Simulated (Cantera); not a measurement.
# Equilibrium for silicon nitride deposition: SiF₄ + NH₃ + H₂ + N₂

Charge: 1 mol SiF₄, 0.19 mol NH₃, a varied amount of H₂, 17 mol N₂, equilibrated at 725 K and 17.0 mbar.

These are equilibrium values from Cantera (NASA tables, ideal gas, pure condensed phases), not measurements of a reactor. Candidate condensed phases: Si, Si₃N₄; 37 gas species. Kinetics and transport are ignored.

```tsv
n(H₂) (mol)	x N₂	x H₂	x SiF₄	x NH₃	x HF	n Si₃N₄(s)
0.14	0.923	0.0229	0.0540	3.89e-7	6.18e-6	0
0.2	0.920	0.0261	0.0538	4.71e-7	6.59e-6	0
0.31	0.915	0.0318	0.0535	6.33e-7	7.26e-6	0
0.46	0.907	0.0395	0.0531	8.72e-7	8.06e-6	0
0.69	0.896	0.0511	0.0524	1.27e-6	9.12e-6	0
1	0.882	0.0663	0.0516	1.87e-6	1.03e-5	0
1.6	0.856	0.0943	0.0500	3.12e-6	1.21e-5	0
2.4	0.823	0.129	0.0481	4.91e-6	1.40e-5	0
3.5	0.781	0.173	0.0457	7.41e-6	1.58e-5	0
5.3	0.722	0.236	0.0422	1.13e-5	1.79e-5	0
8	0.648	0.314	0.0379	1.65e-5	1.97e-5	3.79e-5
12	0.563	0.404	0.0329	2.25e-5	2.11e-5	4.69e-5
```
x: gas mole fraction; n: condensed amount in mol.

From 0.14 mol H₂ to 5.3 mol H₂ nothing is condensed. From 8 mol H₂ to 12 mol H₂ the condensed part is Si₃N₄(s). The main Si-bearing gas is SiF₄ throughout.
